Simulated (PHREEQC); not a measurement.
Solution (25 °C): 50 mmol/kgw KOH, 0.049 mmol/kgw K2SiO3, 1.2 mmol/kgw (CH3)4NCl and 1.2 mmol/kgw Ca(OH)2. Closed to the air; pH follows from the charge balance.

All values are PHREEQC results (ion-association model, phreeqc.dat), not measurements.

### Question
The ionic strength comes out as 0.0542 mol/kgw. What activity coefficients do OH-, Ca+2, K+, Cl-, H2SiO4-2 get?

### Answer
OH- 0.81, Ca+2 0.46, K+ 0.81, Cl- 0.81, H2SiO4-2 0.46.

Precipitation was switched off in this run. (CH3)4N+ isn't in the database: it is added as a free cation with an ion size of 4 Å.
